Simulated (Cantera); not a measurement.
Cantera with NASA thermochemical tables; ideal gases at 1 bar, condensed phases pure. Values are per mole of reaction as written; species without (g) are pure solids or liquids, kept so even where they would boil at 1 bar.

Question: Between 2023 and 2473 K, where is each reaction favourable under standard conditions?
- 2 BCl3(g) + 6 HF(g) ⇌ 2 BF3(g) + 3 Cl2(g) + 3 H2(g)
- 2 BCl3(g) + 6 HF(g) ⇌ 3 Cl2(g) + 2 BF3(g) + 6 H(g)

Answer: 
- 2 BCl3(g) + 6 HF(g) ⇌ 2 BF3(g) + 3 Cl2(g) + 3 H2(g): ΔG° is 268 kJ at 2023 K and 285 kJ at 2473 K; it stays positive (K < 1). ΔH° is 193 kJ and ΔS° -37 J/K at 2473 K.
- 2 BCl3(g) + 6 HF(g) ⇌ 3 Cl2(g) + 2 BF3(g) + 6 H(g): ΔG° is 900 kJ at 2023 K and 754 kJ at 2473 K; it stays positive (K < 1). ΔH° is 1563 kJ and ΔS° 327 J/K at 2473 K.
